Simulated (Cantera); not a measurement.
Mixture: CH₄ : O₂ : N₂ : CO₂ = 1 : 4.76 : 17.9 : 1.2 (molar parts), at 15.8 atm, adiabatic and at constant pressure. Ignition delay is the time to a rise of 400 K.

Computed with Cantera and GRI-Mech 3.0 (53 species, 325 reactions). The pressure lies above the range GRI-Mech 3.0 was tuned for (to about 10 atm).

Task: What does this change do: 0.24 parts H2 added?

Result: 
| quantity | before | after |
|---|---|---|
| delay at 1150 K | 4.32 ms | 1.22 ms |
| delay at 1225 K | 1.66 ms | 0.464 ms |
| delay at 1300 K | 0.705 ms | 0.217 ms |
| delay at 1375 K | 0.324 ms | 0.114 ms |
| delay at 1450 K | 0.159 ms | 64.6 µs |
| delay at 1525 K | 82.1 µs | 38.0 µs |
| delay at 1600 K | 44.7 µs | 23.2 µs |
| apparent activation energy between 1450 and 1600 K | 160 kJ/mol | 130 kJ/mol |

Task: What does this change do: pressure from 15.8 atm to 11.8 atm?

Result: 
```csv
quantity,before,after
delay at 1150 K,4.32 ms,5.71 ms
delay at 1225 K,1.66 ms,2.19 ms
delay at 1300 K,0.705 ms,0.924 ms
delay at 1375 K,0.324 ms,0.420 ms
delay at 1450 K,0.159 ms,0.203 ms
delay at 1525 K,82.1 µs,0.104 ms
delay at 1600 K,44.7 µs,56.1 µs
apparent activation energy between 1450 and 1600 K,160 kJ/mol,170 kJ/mol
```
